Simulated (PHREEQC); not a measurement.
Ultrapure water in contact with air or piping (model solution)

A made-up water analysis in mmol/kgw, 25 °C, pH 5.62, pe 11:

```
constituent           mmol/kgw
--------------------  --------
Na                    0.000366
K                     5.18e-05
Ca                    0.000875
Mg                    0.000214
Cl                     0.00171
S(6)                  0.000168
Alkalinity (meq/kgw)  0.000555
Pb                    3.67e-05
Li                    8.12e-05
Ni                    2.85e-07
```

Valence states are taken as typed.

Model: ion-association model, wateq4f.dat, run in PHREEQC.

The ionic strength is 6.37e-6 mol/kgw. The charge-balance error is 1.5 %.

| species | molality | activity | log γ |
|---|---|---|---|
| CO2 | 1.59e-5 | 1.59e-5 | 0.000 |
| HCO3- | 2.96e-6 | 2.95e-6 | -0.001 |
| H+ | 2.41e-6 | 2.40e-6 | -0.001 |
| Cl- | 1.71e-6 | 1.70e-6 | -0.001 |
| Ca+2 | 8.75e-7 | 8.65e-7 | -0.005 |
| Na+ | 3.66e-7 | 3.65e-7 | -0.001 |
| Mg+2 | 2.14e-7 | 2.12e-7 | -0.005 |
| SO4-2 | 1.68e-7 | 1.66e-7 | -0.005 |
| Li+ | 8.12e-8 | 8.10e-8 | -0.001 |
| K+ | 5.18e-8 | 5.17e-8 | -0.001 |

This is a speciation only: nothing precipitates in the calculation.
